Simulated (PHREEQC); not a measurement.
# Reverse-osmosis permeate (model solution)

Synthetic water in mg/L, 47 °C, pH 6.44, pe 8.1:

```csv
constituent,mg/L
Na,5.21
K,0.00737
Ca,2.74
Mg,0.346
Cl,7.18
S(6) as SO4,6.02
Alkalinity as HCO3,4.89
Ba,0.0328
```

Na is adjusted to close the charge balance.
Valence states are taken as typed.

Model: ion-association model, phreeqc.dat, run in PHREEQC.

The ionic strength comes out as 0.000550 mol/kgw.

```json
[
 {"species": "Na+", "molality": "0.000242", "activity": "0.000235", "log γ": "-0.012"},
 {"species": "Cl-", "molality": "0.000202", "activity": "0.000197", "log γ": "-0.012"},
 {"species": "HCO3-", "molality": "8.02e-5", "activity": "7.81e-5", "log γ": "-0.012"},
 {"species": "Ca+2", "molality": "6.76e-5", "activity": "6.05e-5", "log γ": "-0.048"},
 {"species": "SO4-2", "molality": "6.16e-5", "activity": "5.52e-5", "log γ": "-0.048"},
 {"species": "CO2", "molality": "5.49e-5", "activity": "5.50e-5", "log γ": "0.000"},
 {"species": "Mg+2", "molality": "1.39e-5", "activity": "1.25e-5", "log γ": "-0.048"},
 {"species": "CaSO4", "molality": "6.93e-7", "activity": "6.93e-7", "log γ": "0.000"},
 {"species": "H+", "molality": "3.73e-7", "activity": "3.63e-7", "log γ": "-0.012"},
 {"species": "MgSO4", "molality": "2.74e-7", "activity": "2.74e-7", "log γ": "0.000"}
]
```

This is a speciation only: nothing precipitates in the calculation. Away from 25 °C the constants follow the database's enthalpies or fits; those with neither stay at their 25 °C values.
